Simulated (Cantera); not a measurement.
A perfectly stirred reactor is fed with 35.3 % H₂, 13.6 % O₂, 51.1 % N₂, equivalence ratio 1.3, at 1000000 Pa; it is adiabatic with a 800 K inlet, and is followed from long to short residence time, starting on the burning branch (τ in s: 0.036, 0.014, 0.0055, 0.0022, 0.00084, 0.00033, 0.00013, 5.1e-05, 2e-05, 7.8e-06).

Detailed kinetics in Cantera: the H2/O2 subset of GRI-Mech 3.0, which has no nitrogen chemistry. The hydrogen kinetics of GRI-Mech 3.0 are dated; newer H2 mechanisms differ, most at raised pressure.

x: mole fraction; the columns are a selection and need not sum to one.

| τ (s) | T (K) | x H₂ | x O₂ | x HO₂ | x H₂O₂ | x H |
|---|---|---|---|---|---|---|
| 0.036 | 2702 | 0.0936 | 0.000242 | 4.53e-7 | 1.59e-7 | 0.00561 |
| 0.014 | 2701 | 0.0936 | 0.000250 | 4.64e-7 | 1.62e-7 | 0.00565 |
| 0.0055 | 2700 | 0.0936 | 0.000269 | 4.92e-7 | 1.68e-7 | 0.00574 |
| 0.0022 | 2697 | 0.0937 | 0.000315 | 5.60e-7 | ? | 0.00597 |
| 0.00084 | 2689 | 0.0938 | 0.000429 | 7.46e-7 | ? | 0.00654 |
| 0.00033 | 2673 | 0.0941 | 0.000678 | 1.21e-6 | ? | 0.00774 |
| 0.00013 | 2642 | 0.0946 | 0.00118 | 2.33e-6 | ? | 0.0100 |
| 5.1e-5 | 2589 | 0.0957 | 0.00214 | 4.87e-6 | ? | 0.0139 |
| 2.0e-5 | 2506 | 0.0974 | 0.00381 | 1.02e-5 | ? | 0.0200 |
| 7.8e-6 | 2388 | 0.100 | 0.00660 | 2.07e-5 | ? | 0.0289 |

Q: What belongs in the gaps?

A: 
- 0.0022, x H₂O₂: 1.83e-7
- 0.00084, x H₂O₂: 2.20e-7
- 0.00033, x H₂O₂: 3.00e-7
- 0.00013, x H₂O₂: 4.49e-7
- 5.1e-5, x H₂O₂: 6.84e-7
- 2.0e-5, x H₂O₂: 9.95e-7
- 7.8e-6, x H₂O₂: 1.40e-6
